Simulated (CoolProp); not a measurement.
Vapour-liquid equilibrium of carbon dioxide (1) + n-pentane (2) at -9.05 °C; x and y are mole fractions of (1).

Computed with CoolProp (multi-fluid Helmholtz-energy mixture model, Span 1996 and Thol 2019; pair parameters Kunz 2012).

| x | bubble pressure (MPa) | y at the bubble point | dew pressure at overall composition x (MPa) | liquid density (mol/L) |
|---|---|---|---|---|
| 0.05 | 0.1933 | 0.917 | 0.01677 | 9.342 |
| 0.125 | 0.4834 | 0.966 | 0.01822 | 9.791 |
| 0.2 | ? | ? | 0.01994 | 10.29 |
| 0.275 | 1.047 | ? | 0.02201 | 10.84 |
| 0.35 | 1.281 | 0.987 | ? | 11.45 |
| 0.425 | 1.473 | 0.988 | 0.02777 | 12.13 |
| 0.5 | 1.627 | 0.990 | 0.03195 | 12.90 |
| 0.575 | 1.757 | 0.991 | 0.03759 | 13.77 |
| 0.65 | 1.876 | 0.991 | 0.04566 | 14.76 |
| 0.725 | ? | 0.992 | 0.05814 | 15.91 |
| 0.8 | 2.143 | ? | 0.08000 | 17.25 |
| 0.875 | 2.321 | ? | 0.1283 | ? |
| 0.95 | 2.544 | 0.998 | 0.3242 | 20.73 |

Problem. What belongs in the gaps?

Solution. 
- 0.2, bubble pressure (MPa): 0.7762
- 0.2, y at the bubble point: 0.978
- 0.275, y at the bubble point: 0.984
- 0.35, dew pressure at overall composition x (MPa): 0.02456
- 0.725, bubble pressure (MPa): 2.000
- 0.8, y at the bubble point: 0.994
- 0.875, y at the bubble point: 0.995
- 0.875, liquid density (mol/L): 18.83

No azeotrope shows between x = 0.05 and 0.95.

Pair parameters are fitted to limited data, so mixtures are less certain than the pure fluids. The gap from Raoult's law changes sign with composition, which may be real or a fault of the pair parameters; it wasn't checked against measurements.
